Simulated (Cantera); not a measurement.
A freely propagating, adiabatic, planar premixed flame of 38.8 % H₂, 14.9 % O₂, 46.3 % N₂, equivalence ratio 1.3, unburnt at 573 K and 0.132 atm; mixture-averaged transport, grid criteria slope 0.08 and curve 0.16, no radiation.

Cantera simulation using the H2/O2 subset of GRI-Mech 3.0, which has no nitrogen chemistry; the numbers are that mechanism's predictions, not measurements. Burning velocities carry a grid error of a few per cent, more on coarse grids.

Task: Predict: laminar burning velocity; thermal thickness; peak x(OH); peak x(O); peak x(H₂O₂).

Result: 
```json
{
 "laminar_burning_velocity": "687 cm/s",
 "thermal_thickness": "5.81 mm",
 "peak x(OH)": "0.0195",
 "peak x(O)": "0.0135",
 "peak x(H₂O₂)": "1.03e-6"
}
```
